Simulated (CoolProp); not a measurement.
A simple Rankine cycle with R123: condensing at 288.15 K, boiler at 0.665 MPa, turbine inlet 380.8 K, turbine efficiency 0.6, pump efficiency 0.7, no recuperator. Each further row changes one setting.

Computed with CoolProp (reference Helmholtz-energy equation of state, Younglove 1994). It is a modified Benedict-Webb-Rubin equation, recast in Helmholtz form.

```json
[
 {"case": "as stated", "thermal efficiency (%)": "10.5", "net work (kJ/kg)": "24.4", "heat in (kJ/kg)": "233", "turbine exit temperature (K)": "335.4", "volume ratio over the turbine": "10.7"},
 {"case": "turbine inlet 400.8 K", "thermal efficiency (%)": "10.5", "net work (kJ/kg)": "26.2", "heat in (kJ/kg)": "250", "turbine exit temperature (K)": "356.0", "volume ratio over the turbine": "10.5"},
 {"case": "condensing temperature 280.15 K", "thermal efficiency (%)": "11.5", "net work (kJ/kg)": "27.7", "heat in (kJ/kg)": "241", "turbine exit temperature (K)": "330.4", "volume ratio over the turbine": "14.7"},
 {"case": "boiler pressure 0.465 MPa", "thermal efficiency (%)": "9.1", "net work (kJ/kg)": "21.6", "heat in (kJ/kg)": "236", "turbine exit temperature (K)": "344.0", "volume ratio over the turbine": "7.31"},
 {"case": "turbine efficiency 0.5", "thermal efficiency (%)": "8.7", "net work (kJ/kg)": "20.2", "heat in (kJ/kg)": "233", "turbine exit temperature (K)": "341.2", "volume ratio over the turbine": "10.9"}
]
```
